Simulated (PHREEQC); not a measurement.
Dissolve 0.00024 mol/kgw H2S and 0.023 mol/kgw NaCl at 25 °C. Closed to the air; pH follows from the charge balance.

The numbers come from PHREEQC with the ion-association model, phreeqc.dat.

Precipitation was switched off in this run.

Problem. What pH, specific conductance does the model give?

Solution. pH 5.28; specific conductance 2620 µS/cm.

Problem. In which forms is S present?

Solution. H2S 98 %, HS- 2.5 % of the S.
